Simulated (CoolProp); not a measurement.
R1132(E) along the isotherm 17.25 °C: fugacity coefficient from the reference equation and from simpler models built on Tc = 75.7 °C, pc = 5174 kPa, ω = 0.245; each cubic takes its own stable root.

The numbers come from the reference Helmholtz-energy equation of state, Akasaka 2024 in CoolProp.

| p (kPa) | phase | reference |
|---|---|---|
| 8.18 | gas | 0.9990 |
| 13.2 | gas | 0.9984 |
| 21.4 | gas | 0.9973 |
| 34.5 | gas | 0.9957 |
| 55.7 | gas | 0.9931 |
| 90 | gas | 0.9888 |
| 145 | gas | 0.9819 |
| 235 | gas | 0.9708 |
| 380 | gas | 0.9528 |
| 613 | gas | 0.9240 |
| 991 | gas | 0.8772 |
| 1600 | liquid | 0.7070 |
| 2590 | liquid | 0.4490 |

How far does each simpler model (Soave-Redlich-Kwong, Peng-Robinson) lie from the reference over these 13 states: mean and median of the absolute difference, and the worst?


- Soave-Redlich-Kwong: mean 0.5 %, median 0.1 %, worst +2.5 % at 17.25 °C and 2590 kPa
- Peng-Robinson: mean 0.0 %, median 0.0 %, worst -0.2 % at 17.25 °C and 1600 kPa
